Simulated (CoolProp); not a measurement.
R245ca along the isotherm -11.15 °C: fugacity coefficient from the reference equation and from simpler models built on Tc = 174.4 °C, pc = 3.941 MPa, ω = 0.355; each cubic takes its own stable root.

The numbers come from the reference Helmholtz-energy equation of state, Zhou 2016 in CoolProp.

```json
[
 {"p (MPa)": "0.00623", "phase": "gas", "reference": "0.9964"},
 {"p (MPa)": "0.0105", "phase": "gas", "reference": "0.9940"},
 {"p (MPa)": "0.0177", "phase": "gas", "reference": "0.9899"},
 {"p (MPa)": "0.0299", "phase": "liquid", "reference": "0.6420"},
 {"p (MPa)": "0.0505", "phase": "liquid", "reference": "0.3804"},
 {"p (MPa)": "0.0853", "phase": "liquid", "reference": "0.2256"},
 {"p (MPa)": "0.144", "phase": "liquid", "reference": "0.1339"},
 {"p (MPa)": "0.243", "phase": "liquid", "reference": "0.07970"},
 {"p (MPa)": "0.41", "phase": "liquid", "reference": "0.04757"},
 {"p (MPa)": "0.692", "phase": "liquid", "reference": "0.02852"},
 {"p (MPa)": "1.17", "phase": "liquid", "reference": "0.01721"},
 {"p (MPa)": "1.97", "phase": "liquid", "reference": "0.01056"}
]
```

Task: How far does each simpler model (Redlich-Kwong, Soave-Redlich-Kwong, Peng-Robinson) lie from the reference over these 12 states: mean and median of the absolute difference, and the worst?

Result: 
- Redlich-Kwong: mean 143.7 %, median 215.0 %, worst +218.4 % at -11.15 °C and 1.97 MPa
- Soave-Redlich-Kwong: mean 0.7 %, median 0.8 %, worst +1.4 % at -11.15 °C and 1.97 MPa
- Peng-Robinson: mean 3.2 %, median 4.2 %, worst +4.3 % at -11.15 °C and 0.0299 MPa

At some of these states Redlich-Kwong gives the other phase, because its saturation line lies elsewhere.
